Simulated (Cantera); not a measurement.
Input: 1 mol CH4, 0.071 mol O2, 62 mol H2, held at 1000 Pa.

Cantera equilibrium calculation (NASA polynomials, part measured and part estimated; ideal gas, pure solids and liquids). Candidate condensed phases: C, C6H6, C7H8, C8H18, H2O; 110 gas species. The numbers say what is thermodynamically allowed, not how fast it happens.

At 575 K, list the 3 most abundant gas species with their mole fractions, and the condensed phases.

H2 0.982, CH4 0.0159, H2O 0.00225. Condensed: gas only.
